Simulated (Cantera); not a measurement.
An adiabatic, constant-pressure homogeneous reactor starts with C3H8 : O2 : N2 = 1 : 3.85 : 14.5 (molar parts), equivalence ratio 1.3, at 1575 K and 7500 Torr.

Detailed kinetics in Cantera: GRI-Mech 3.0 (53 species, 325 reactions). GRI-Mech 3.0 was tuned for natural gas; its chemistry of propane as a main component is partial and can be far from experiment.

**Question.** Predict: time of steepest temperature rise; temperature at 2.00 s; equilibrium temperature; x(O2) at 2.00 s; x(H2) at 2.00 s; x(H2O) at 2.00 s.

**Answer.** 
```json
{
  "time_of_steepest_temperature_rise": "10.3 µs",
  "temperature at 2.00 s": "2976 K",
  "equilibrium_temperature": "2976 K",
  "x(O2) at 2.00 s": "0.00311 (gas-phase equilibrium 0.00311)",
  "x(H2) at 2.00 s": "0.0330 (gas-phase equilibrium 0.0330)",
  "x(H2O) at 2.00 s": "0.140 (gas-phase equilibrium 0.140)"
}
```
